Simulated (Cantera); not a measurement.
## Silicon oxide and oxynitride deposition: HMDSO + CO₂ + H₂ + N₂O

Input: 1 mol HMDSO, 7.1 mol CO₂, 0.17 mol H₂, 0.92 mol N₂O, held at 0.550 bar.

Equilibrium computed with Cantera from the NASA thermochemical tables; the gas is ideal and each condensed phase is pure. Candidate condensed phases: C, C₆H₆, C₇H₈, C₈H₁₈, H₂O, Si, SiC, SiO₂, Si₂N₂O, Si₃N₄; 151 gas species. The feed counts by its element totals alone. Mutual solubility and eutectic melting of coexisting phases are not modelled. The tables hold silica as quartz up to 1696 K and as liquid above; real silica turns to tridymite and cristobalite and melts near 1996 K. Kinetics and transport are ignored.

```tsv
T (°C)	log p CO	log p H₂	log p CO₂	log p H₂O	log p N₂	log p CH₄	log p SiO	log p HCN	n C(graphite)	n SiO₂(β-quartz)	n Si₂N₂O(s)	n SiO₂(condensed)
625	-0.88	-0.68	-1.00	-1.17	-1.52	-1.86	<-12	-7.18	5.68	2.00	0	0
700	-0.66	-0.66	-1.32	-1.52	-1.58	-2.21	<-12	-6.60	3.51	2.00	0	0
775	-0.56	-0.65	-1.78	-1.95	-1.62	-2.54	<-12	-6.10	1.93	2.00	0	0
850	-0.54	-0.65	-2.29	-2.36	-1.63	-2.83	<-12	-5.67	1.30	2.00	0	0
925	-0.53	-0.65	-2.76	-2.75	-1.64	-3.09	-11.44	-5.28	1.09	2.00	0	0
1000	-0.52	-0.65	-3.19	-3.09	-1.64	-3.32	-9.69	-4.94	1.02	2.00	0	0
1075	-0.52	-0.64	-3.57	-3.40	-1.64	-3.52	-8.14	-4.64	0.994	2.00	0	0
1150	-0.52	-0.64	-3.91	-3.68	-1.64	-3.71	-6.75	-4.37	0.984	2.00	0	0
1225	-0.52	-0.64	-4.22	-3.93	-1.64	-3.87	-5.51	-4.13	0.978	2.00	0	0
1300	-0.52	-0.64	-4.49	-4.15	-1.64	-4.03	-4.39	-3.91	0.973	2.00	0	0
1375	-0.50	-0.66	-4.61	-4.26	-1.84	-4.27	-3.47	-3.90	0	1.35	0.320	0
1450	-0.50	-0.66	-4.60	-4.21	-1.83	-4.64	-2.79	-3.95	0	0	0.303	1.33
```
log p: log10 of the partial pressure in bar; n: condensed amount in mol.

From 625 °C to 1300 °C the condensed part is C(graphite) + SiO₂(β-quartz). At 1375 °C the condensed part is SiO₂(β-quartz) + Si₂N₂O(s). At 1450 °C the condensed part is SiO₂(condensed) + Si₂N₂O(s).
